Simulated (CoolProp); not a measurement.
Carbon monoxide along the isobar 1.75 MPa: fugacity coefficient from the reference equation and from simpler models built on Tc = -140.3 °C, pc = 3.498 MPa, ω = 0.050; each cubic takes its own stable root.

Computed with CoolProp (reference Helmholtz-energy equation of state, Lemmon 2006). It is a short technical equation, of lower accuracy than the large ones.

```json
[
 {"T (°C)": "-198.65", "phase": "liquid", "reference": "0.02534"},
 {"T (°C)": "-178.85", "phase": "liquid", "reference": "0.1938"},
 {"T (°C)": "-159.05", "phase": "liquid", "reference": "0.6325"},
 {"T (°C)": "-139.25", "phase": "gas", "reference": "0.8406"},
 {"T (°C)": "-119.45", "phase": "gas", "reference": "0.8950"},
 {"T (°C)": "-99.75", "phase": "gas", "reference": "0.9282"},
 {"T (°C)": "-79.95", "phase": "gas", "reference": "0.9501"},
 {"T (°C)": "-60.15", "phase": "gas", "reference": "0.9650"},
 {"T (°C)": "-40.35", "phase": "gas", "reference": "0.9756"},
 {"T (°C)": "-20.55", "phase": "gas", "reference": "0.9833"},
 {"T (°C)": "-0.75", "phase": "gas", "reference": "0.9889"},
 {"T (°C)": "18.95", "phase": "gas", "reference": "0.9932"},
 {"T (°C)": "38.75", "phase": "gas", "reference": "0.9964"},
 {"T (°C)": "58.55", "phase": "gas", "reference": "0.9989"},
 {"T (°C)": "78.35", "phase": "gas", "reference": "1.001"}
]
```

Question: How far does each simpler model (van der Waals, Soave-Redlich-Kwong) lie from the reference over these 15 states: mean and median of the absolute difference, and the worst?

Answer: 
- van der Waals: mean 34.9 %, median 0.8 %, worst +385.4 % at -198.65 °C and 1.75 MPa
- Soave-Redlich-Kwong: mean 0.3 %, median 0.3 %, worst +0.7 % at -159.05 °C and 1.75 MPa

At some of these states van der Waals gives the other phase, because its saturation line lies elsewhere.
